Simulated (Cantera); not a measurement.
Feed: 1 mol trisilylamine, 3.8 mol N₂, held at 3.30 mbar.

Equilibrium computed with Cantera from the NASA thermochemical tables; the gas is ideal and each condensed phase is pure. Candidate condensed phases: Si, Si₃N₄; 18 gas species. The feed counts by its element totals alone. Gases not in the tables: Si₂H₆ and higher silanes. Kinetics and transport are ignored.

### Question
Which condensed phases are stable at each of these points (T (K)): 1325, 1375, 1425, 1475, 1525, 1575, 1625, 1675, 1725, 1775, 1825, 1875, 1925, 1975?

### Answer
```json
[
 {"T (K)": "1325", "condensed phases": "Si₃N₄(s)", "Si condensed (%)": "100.0"},
 {"T (K)": "1375", "condensed phases": "Si₃N₄(s)", "Si condensed (%)": "100.0"},
 {"T (K)": "1425", "condensed phases": "Si₃N₄(s)", "Si condensed (%)": "100.0"},
 {"T (K)": "1475", "condensed phases": "Si₃N₄(s)", "Si condensed (%)": "100.0"},
 {"T (K)": "1525", "condensed phases": "Si₃N₄(s)", "Si condensed (%)": "100.0"},
 {"T (K)": "1575", "condensed phases": "Si₃N₄(s)", "Si condensed (%)": "100.0"},
 {"T (K)": "1625", "condensed phases": "Si₃N₄(s)", "Si condensed (%)": "100.0"},
 {"T (K)": "1675", "condensed phases": "Si₃N₄(s)", "Si condensed (%)": "100.0"},
 {"T (K)": "1725", "condensed phases": "Si(l)", "Si condensed (%)": "99.9"},
 {"T (K)": "1775", "condensed phases": "Si(l)", "Si condensed (%)": "99.8"},
 {"T (K)": "1825", "condensed phases": "Si(l)", "Si condensed (%)": "99.5"},
 {"T (K)": "1875", "condensed phases": "Si(l)", "Si condensed (%)": "99.1"},
 {"T (K)": "1925", "condensed phases": "Si(l)", "Si condensed (%)": "98.3"},
 {"T (K)": "1975", "condensed phases": "Si(l)", "Si condensed (%)": "96.8"}
]
```

From 1325 K to 1675 K the condensed part is Si₃N₄(s). From 1725 K to 1975 K the condensed part is Si(l).
